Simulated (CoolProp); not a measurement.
Vapour-liquid equilibrium of benzene (1) + ethylbenzene (2) at 2.26 bar; x and y are mole fractions of (1).

Model: multi-fluid Helmholtz-energy mixture model, Thol 2012 and Zhou 2012; pair parameters Bell 2016, in CoolProp.

Problem. Give the bubble temperature and the first vapour's composition at x = 0.05, 0.5, 0.95. Is there an azeotrope?

Solution. x = 0.05: 437.5 K, y = 0.136; x = 0.5: 404.7 K, y = 0.797; x = 0.95: 383.5 K, y = 0.990. No azeotrope shows between x = 0.05 and 0.95.

The pair parameters rest on a limited set of measurements; away from them the model extrapolates.
